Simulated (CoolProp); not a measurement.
Vapour-liquid equilibrium of hydrogen chloride (1) + ethane (2) at 6.95 °C; x and y are mole fractions of (1).

The numbers come from the multi-fluid Helmholtz-energy mixture model, Thol 2018 and Bücker 2006; pair parameters Bell 2016 in CoolProp.

| x | bubble pressure, mixture model (MPa) | bubble pressure, Raoult's law (MPa) | y, mixture model | y, Raoult's law |
|---|---|---|---|---|
| 0.05 | 2.992 | 2.827 | 0.080 | 0.055 |
| 0.125 | ? | 2.848 | ? | 0.136 |
| 0.2 | 3.410 | 2.869 | 0.264 | 0.216 |
| 0.275 | ? | 2.890 | 0.337 | 0.294 |
| 0.35 | 3.673 | 2.911 | 0.402 | 0.372 |
| 0.425 | 3.751 | 2.932 | 0.462 | 0.448 |
| 0.5 | 3.796 | 2.952 | 0.518 | 0.524 |
| 0.575 | 3.809 | 2.973 | 0.573 | 0.598 |
| 0.65 | ? | 2.994 | 0.627 | 0.671 |
| 0.725 | 3.734 | 3.015 | 0.683 | 0.743 |
| 0.8 | 3.640 | 3.036 | 0.746 | 0.815 |
| 0.875 | 3.496 | 3.057 | ? | 0.885 |
| 0.95 | 3.283 | 3.078 | 0.916 | 0.954 |

What belongs in the gaps?


- 0.125, bubble pressure, mixture model (MPa): 3.222
- 0.125, y, mixture model: 0.180
- 0.275, bubble pressure, mixture model (MPa): 3.560
- 0.65, bubble pressure, mixture model (MPa): 3.789
- 0.875, y, mixture model: 0.820

The largest gap from Raoult's law is +28.6 % in bubble pressure, at x = 0.5. y crosses x between x = 0.5 and 0.575: the model has an azeotrope there.

Pair parameters are fitted to limited data, so mixtures are less certain than the pure fluids.
